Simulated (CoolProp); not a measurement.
Values from CoolProp's reference Helmholtz-energy equation of state, Lemmon 2004. It is a short technical equation, of lower accuracy than the large ones.

### Question
Give the vapour pressure (MPa), liquid cp (kJ/(kg K)), surface tension (mN/m), vapour viscosity (µPa s) of saturated n-dodecane at 187.95, 218.45, 309.95 °C.

### Answer
```json
[
 {"T (°C)": "187.95", "p (MPa)": "0.0490", "liquid cp (kJ/(kg K))": "2.84", "surface tension (mN/m)": "11.8", "vapour viscosity (µPa s)": "6.97"},
 {"T (°C)": "218.45", "p (MPa)": "0.107", "liquid cp (kJ/(kg K))": "2.97", "surface tension (mN/m)": "9.66", "vapour viscosity (µPa s)": "7.44"},
 {"T (°C)": "309.95", "p (MPa)": "0.622", "liquid cp (kJ/(kg K))": "3.42", "surface tension (mN/m)": "3.78", "vapour viscosity (µPa s)": "9.01"}
]
```

Viscosity comes from a separate model (Huber 2004). Surface tension comes from a separate correlation (Mulero 2012).
